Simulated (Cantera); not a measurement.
Feed: 1 mol NiS, 14 mol H2, 3 mol N2, equilibrated at 0.000180 bar.

Equilibrium computed with Cantera from the NASA thermochemical tables; the gas is ideal and each condensed phase is pure. Candidate condensed phases: Ni, NiS, NiS2, Ni3S2, Ni3S4, S; 17 gas species. Gases not in the tables: S3 to S7. Kinetics and transport are ignored. All values below are at 927 °C.

Base state: H2 0.808, N2 0.176, H2S 0.0133, S2 0.00303, SH 0.000181, H 1.32e-5 (mole fractions); condensed: Ni3S2(l).

Problem. What changes in the equilibrium state with this change: pressure from 0.000180 bar to 0.133 bar?

Solution. 
```
species          before    after
-------------  --------  -------
H2                0.808    0.804
N2                0.176    0.176
H2S              0.0133   0.0196
S2              0.00303  8.95e-6
H               1.32e-5  4.85e-7
SH             0.000181  9.79e-6
Ni3S2(l), mol     0.333    0.333
```
